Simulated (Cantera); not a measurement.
Feed: 1 mol SiHCl3, 10 mol H2, at 0.120 bar.

These are equilibrium values from Cantera (NASA tables, ideal gas, pure condensed phases), not measurements of a reactor. Candidate condensed phases: Si; 19 gas species. Gases not in the tables: Si2H6 and higher silanes. The numbers say what is thermodynamically allowed, not how fast it happens.

Over these rows the condensed part is Si(l). Partial pressures as log10 of bar:

```json
[
 {"T (K)": "1848", "1000/T (1/K)": "0.5411", "log p SiHCl3": "-5.12", "log p H2": "-1.01", "log p HCl": "-1.81", "log p SiCl2": "-2.15"},
 {"T (K)": "1948", "1000/T (1/K)": "0.5133", "log p SiHCl3": "-5.44", "log p H2": "-1.01", "log p HCl": "-1.80", "log p SiCl2": "-2.17"},
 {"T (K)": "2048", "1000/T (1/K)": "0.4883", "log p SiHCl3": "?", "log p H2": "-1.02", "log p HCl": "-1.78", "log p SiCl2": "-2.19"},
 {"T (K)": "2148", "1000/T (1/K)": "0.4655", "log p SiHCl3": "-6.00", "log p H2": "-1.02", "log p HCl": "-1.77", "log p SiCl2": "-2.21"},
 {"T (K)": "2248", "1000/T (1/K)": "0.4448", "log p SiHCl3": "-6.26", "log p H2": "-1.03", "log p HCl": "-1.77", "log p SiCl2": "-2.24"},
 {"T (K)": "2348", "1000/T (1/K)": "0.4259", "log p SiHCl3": "-6.50", "log p H2": "-1.04", "log p HCl": "-1.77", "log p SiCl2": "-2.27"}
]
```

Question: Fit log p(SiHCl3) = a + b·(1000/T) to the five rows, give the apparent enthalpy, and predict the row at 2048 K.

Answer: Means: 1000/T = 0.4781, log p = -5.864. Sxy = 0.109896, Sxx = 0.0092005, so b = 11.94 and a = -5.864 − (11.94)×0.4781 = -11.57.
Apparent enthalpy: −19.145 × (11.94) = -229 kJ/mol. With the condensed phases at unit activity, Si(l) + 3 HCl(g) = SiHCl3(g) + H2(g) links this pressure to the main gases: over the six rows their terms move log p by +0.15 in all, so the slope isn't that reaction's ΔH° alone. The five rows lie within 0.02 of the line.
Prediction at 2048 K: -11.57 + (11.94)×0.4883 = -5.74. The computed value is -5.73, 0.01 from the line.
